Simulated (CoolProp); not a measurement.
A simple Rankine cycle with ammonia: condensing at 312.15 K, boiler at 6.35 MPa, turbine inlet 413.9 K, turbine efficiency 0.8, pump efficiency 0.6, no recuperator. Each further row changes one setting.

The numbers come from the reference Helmholtz-energy equation of state, Gao 2020 in CoolProp.

```tsv
case	thermal efficiency (%)	net work (kJ/kg)	heat in (kJ/kg)	turbine exit temperature (K)	volume ratio over the turbine
as stated	11.7	144	1240	312.1	3.42
turbine inlet 433.9 K	12.2	159	1310	326.3	3.38
condensing temperature 304.15 K	13.0	166	1280	304.2	4.23
boiler pressure 4.44 MPa	9.6	125	1300	334.9	2.48
turbine efficiency 0.7	10.1	124	1240	314.8	3.51
```

The expansion ends wet for: as stated; condensing temperature 304.15 K.
